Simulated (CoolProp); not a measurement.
n-decane along the isobar 15.7 bar: density (kg/m³) from the reference equation and from simpler models built on Tc = 344.5 °C, pc = 21.01 bar, ω = 0.488; each cubic takes its own stable root.

Model: reference Helmholtz-energy equation of state, Lemmon 2006, in CoolProp. It is a short technical equation, of lower accuracy than the large ones.

```csv
T (°C),phase,reference
177.45,liquid,604.3
190.55,liquid,592.3
203.55,liquid,579.9
216.55,liquid,567.0
229.55,liquid,553.4
242.65,liquid,538.9
255.65,liquid,523.5
268.65,liquid,506.7
281.75,liquid,487.8
294.75,liquid,466.2
307.75,liquid,439.7
320.75,liquid,402.7
333.85,gas,74.39
346.85,gas,66.14
```

How far does each simpler model (van der Waals, Redlich-Kwong, Soave-Redlich-Kwong, Peng-Robinson) lie from the reference over these 14 states: mean and median of the absolute difference, and the worst?


- van der Waals: mean 45.7 %, median 45.1 %, worst -82.8 % at 320.75 °C and 15.7 bar
- Redlich-Kwong: mean 25.6 %, median 23.3 %, worst -81.2 % at 320.75 °C and 15.7 bar
- Soave-Redlich-Kwong: mean 16.4 %, median 16.7 %, worst -25.0 % at 320.75 °C and 15.7 bar
- Peng-Robinson: mean 6.7 %, median 5.7 %, worst -15.5 % at 320.75 °C and 15.7 bar

At some of these states van der Waals, Redlich-Kwong gives the other phase, because its saturation line lies elsewhere.
